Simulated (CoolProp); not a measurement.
A single-stage vapour-compression cycle with ammonia: evaporating at 276.15 K (dew point), condensing at 308.15 K (bubble point), superheat 5 K, subcooling 8 K, compressor efficiency 0.65, no pressure losses. Each further row changes one setting.

Computed with CoolProp (reference Helmholtz-energy equation of state, Gao 2020).

```
case                              cooling COP  pressure ratio  discharge temperature (K)  refrigerating effect (kJ/kg)  volumetric capacity (kJ/m³)
--------------------------------  -----------  --------------  -------------------------  ----------------------------  ---------------------------
as stated                                5.03            2.82                      386.9                          1150                         4310
evaporating temperature 281.15 K         6.18            2.35                      372.6                          1160                         5140
condensing temperature 303.15 K          6.07            2.43                      370.6                          1180                         4400
subcooling 13 K                          5.13            2.82                      386.9                          1180                         4400
superheat 15 K                           4.91            2.82                      401.5                          1180                         4220
compressor efficiency 0.55               4.25            2.82                      403.5                          1150                         4310
```
